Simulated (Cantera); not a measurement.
Charge: 1 mol Si₃N₄, 0.035 mol O₂, 20 mol N₂, equilibrated at 1450 °C.

Equilibrium computed with Cantera from the NASA thermochemical tables; the gas is ideal and each condensed phase is pure. Candidate condensed phases: Si, SiO₂, Si₂N₂O, Si₃N₄; 16 gas species. Mutual solubility and eutectic melting of coexisting phases are not modelled. Equilibrium is a limit: real reactors are often held back by kinetics, nucleation or transport.

Q: Which condensed phases are stable at each of these points (P (Pa)): 0.100, 1, 10, 100, 1000, 10000, 100000, 1000000?

A: 
| P (Pa) | condensed phases | Si condensed (%) |
|---|---|---|
| 0.100 | gas only | 0.0 |
| 1 | Si(l) | 15.5 |
| 10 | Si(l) | 90.1 |
| 100 | Si(l) | 96.9 |
| 1000 | Si₃N₄(s) | 97.6 |
| 10000 | Si₂N₂O(s) + Si₃N₄(s) | 99.8 |
| 100000 | Si₂N₂O(s) + Si₃N₄(s) | 100.0 |
| 1000000 | Si₂N₂O(s) + Si₃N₄(s) | 100.0 |

At 0.100 Pa nothing is condensed. From 1.00 Pa to 1.00 mbar the condensed part is Si(l). At 10.0 mbar the condensed part is Si₃N₄(s). From 0.100 bar to 10.0 bar the condensed part is Si₂N₂O(s) + Si₃N₄(s).
